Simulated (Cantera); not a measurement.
An adiabatic, constant-volume homogeneous reactor starts with CH4 : O2 : N2 : H2O = 1 : 3.39 : 12.7 : 1.8 (molar parts), equivalence ratio 0.59, at 1123 K and 3150 Torr.

Detailed kinetics in Cantera: GRI-Mech 3.0 (53 species, 325 reactions).

Q: Predict: time of steepest temperature rise; temperature at 0.500 s; equilibrium temperature; x(O2) at 0.500 s; x(H2O) at 0.500 s; x(CO2) at 0.500 s.

A: 
| Item | Value |
|---|---|
| time of steepest temperature rise | 26.8 ms |
| temperature at 0.500 s | 2395 K |
| equilibrium temperature | 2395 K |
| x(O2) at 0.500 s | 0.0676 (gas-phase equilibrium 0.0676) |
| x(H2O) at 0.500 s | 0.196 (gas-phase equilibrium 0.196) |
| x(CO2) at 0.500 s | 0.0514 (gas-phase equilibrium 0.0514) |
